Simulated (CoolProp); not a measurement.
C2F6 (R116) along the isobar 11.2 MPa: fugacity coefficient from the reference equation and from simpler models built on Tc = 19.9 °C, pc = 3.048 MPa, ω = 0.257; each cubic takes its own stable root.

Computed with CoolProp (reference Helmholtz-energy equation of state, Lemmon 2006). It is a short technical equation, of lower accuracy than the large ones.

```json
[
 {"T (°C)": "-31.35", "phase": "liquid", "reference": "0.09170"},
 {"T (°C)": "-23.75", "phase": "liquid", "reference": "0.1127"},
 {"T (°C)": "-16.05", "phase": "liquid", "reference": "0.1365"},
 {"T (°C)": "-8.45", "phase": "liquid", "reference": "0.1624"},
 {"T (°C)": "-0.75", "phase": "liquid", "reference": "0.1907"},
 {"T (°C)": "6.85", "phase": "liquid", "reference": "0.2206"},
 {"T (°C)": "14.55", "phase": "liquid", "reference": "0.2526"},
 {"T (°C)": "22.15", "phase": "supercritical", "reference": "0.2855"},
 {"T (°C)": "29.85", "phase": "supercritical", "reference": "0.3198"},
 {"T (°C)": "37.45", "phase": "supercritical", "reference": "0.3543"},
 {"T (°C)": "45.15", "phase": "supercritical", "reference": "0.3896"},
 {"T (°C)": "52.85", "phase": "supercritical", "reference": "0.4248"},
 {"T (°C)": "60.45", "phase": "supercritical", "reference": "0.4592"},
 {"T (°C)": "68.15", "phase": "supercritical", "reference": "0.4932"},
 {"T (°C)": "75.75", "phase": "supercritical", "reference": "0.5259"},
 {"T (°C)": "83.45", "phase": "supercritical", "reference": "0.5578"}
]
```

Task: How far does each simpler model (van der Waals, Soave-Redlich-Kwong, Peng-Robinson) lie from the reference over these 16 states: mean and median of the absolute difference, and the worst?

Result: 
- van der Waals: mean 31.6 %, median 17.1 %, worst +110.9 % at -31.35 °C and 11.2 MPa
- Soave-Redlich-Kwong: mean 4.6 %, median 4.7 %, worst +4.9 % at 29.85 °C and 11.2 MPa
- Peng-Robinson: mean 3.5 %, median 3.3 %, worst -4.2 % at -31.35 °C and 11.2 MPa
